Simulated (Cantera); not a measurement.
# HI + H₂ + O₂ (abatement and gas-phase synthesis)

A closed system holds: 1 mol HI, 2.2 mol H₂, 1.8 mol O₂, at 3198.15 K.

Method: chemical equilibrium by Gibbs-energy minimisation in Cantera with the NASA 1993 tables (ideal gas, pure condensed phases). Candidate condensed phases: H₂O, I₂; 12 gas species. The ideal-gas law is rough above about 30 bar. Rates play no part.

```tsv
P (Pa)	x H₂O	x H	x O	x I	x OH	x H₂	x O₂	x HI
10	7.45e-7	0.539	0.359	0.100	0.000414	0.000372	0.000281	1.65e-6
120	0.000103	0.533	0.353	0.101	0.00482	0.00436	0.00326	1.98e-5
1400	0.00922	0.469	0.300	0.113	0.0420	0.0394	0.0274	0.000226
17000	0.154	0.225	0.148	0.160	0.121	0.110	0.0807	0.00187
210000	0.408	0.0531	0.0461	0.203	0.110	0.0757	0.0971	0.00692
2500000	0.548	0.00952	0.0136	0.214	0.0690	0.0290	0.101	0.0155
30000000	0.606	0.00153	0.00406	0.195	0.0397	0.00894	0.108	0.0272
```
x: gas mole fraction; nothing condenses.

From 0.000100 bar to 300 bar nothing is condensed.
